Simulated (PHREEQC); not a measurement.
PHREEQC input (ion-association model, wateq4f.dat):

```
SOLUTION_MASTER_SPECIES
  An  An-  0  An  62.0  # stands for a non-complexing anion
SOLUTION_SPECIES
  An- = An-
    -log_k 0
    -gamma 3.0 0
PHASES
  Fix_H+
    H+ = H+
    -log_k 0
SOLUTION 1
  temp 25
  units mmol/kgw
  pH 7 charge
  Se(4) 0.0019
  Na 50.0038
  An 50
END
SELECTED_OUTPUT 1
  -reset false
  -pH true
  -pe true
  -ionic_strength true
  -water true
  -totals Na Se Se(-2) Se(4) Se(6)
  -molalities Hfo_wOH Hfo_wOH2+ Hfo_wO- Hfo_sOH Hfo_sOH2+ Hfo_sO- Hfo_wSeO3- Hfo_wOHSeO3-2
USER_PUNCH 1
  -headings sigma psi
  10 PUNCH EDL("sigma", "Hfo"), EDL("psi", "Hfo")
PRINT
  -reset false
USE solution 1
SURFACE 1
  Hfo_wOH 0.000449438 600 0.2
  Hfo_sOH 1.1236e-05
EQUILIBRIUM_PHASES 1
  Fix_H+ -3 HAn 10
    -force_equality true
END
# ... the last block is repeated for the other 12 points of pH, with NaOH or the acid as the point needs
```

Selected output (columns that matter, 11 of 13 rows; pH added in front):

```
pH	mu	Na	Se	m_Hfo_wOH	m_Hfo_wOH2+	m_Hfo_wO-	m_Hfo_sOH	m_Hfo_sOH2+	m_Hfo_sO-	m_Hfo_wSeO3-	m_Hfo_wOHSeO3-2	sigma	psi
3	0.051397	0.050004	1.8777e-08	1.5767e-05	0.00043178	1.319e-08	3.9583e-07	1.084e-05	3.3113e-10	1.8417e-06	3.9532e-08	0.35436	0.16874
3.5	0.050581	0.050004	6.0043e-09	4.1926e-05	0.00040552	9.9304e-08	1.0526e-06	1.0181e-05	2.4931e-09	1.7855e-06	1.0851e-07	0.33258	0.1659
4	0.050302	0.050004	3.0367e-09	9.0365e-05	0.00035665	5.2452e-07	2.2687e-06	8.9541e-06	1.3169e-08	1.6511e-06	2.4591e-07	0.29183	0.15935
5	0.050127	0.050004	2.3244e-09	0.0002177	0.00022502	4.8249e-06	5.4655e-06	5.6493e-06	1.2113e-07	1.2097e-06	6.8798e-07	0.17943	0.13462
5.5	0.050088	0.050004	2.9206e-09	0.00026892	0.0001688	9.8147e-06	6.7516e-06	4.238e-06	2.4641e-07	9.7964e-07	9.1744e-07	0.12879	0.11785
6	0.05006	0.050004	4.3422e-09	0.00030431	0.00012645	1.6777e-05	7.6401e-06	3.1747e-06	4.212e-07	7.8506e-07	1.1106e-06	0.087988	0.098873
6.5	0.05004	0.050004	7.5546e-09	0.00032552	9.7005e-05	2.5024e-05	8.1724e-06	2.4354e-06	6.2824e-07	6.3663e-07	1.2558e-06	0.056803	0.077836
7	0.050025	0.050004	1.5442e-08	0.00033657	7.7495e-05	3.3487e-05	8.4497e-06	1.9455e-06	8.4071e-07	5.304e-07	1.3542e-06	0.033671	0.054885
8	0.050005	0.050004	1.1342e-07	0.00034349	5.5181e-05	4.8982e-05	8.6215e-06	1.385e-06	1.2294e-06	3.8345e-07	1.4031e-06	0.0025449	0.0049764
8.5	0.050012	0.050018	4.0299e-07	0.00034345	4.7044e-05	5.7442e-05	8.6151e-06	1.18e-06	1.4409e-06	2.829e-07	1.2141e-06	-0.010751	-0.020506
9	0.050032	0.050047	1.1242e-06	0.00034105	3.8623e-05	6.899e-05	8.541e-06	9.6725e-07	1.7277e-06	1.2532e-07	6.5048e-07	-0.026177	-0.045197
```

The database's selenite sorption wasn't checked against measurements; a fall in acid may be a fault of its surface constants. The oxide is taken as insoluble; below pH 4 it would dissolve.
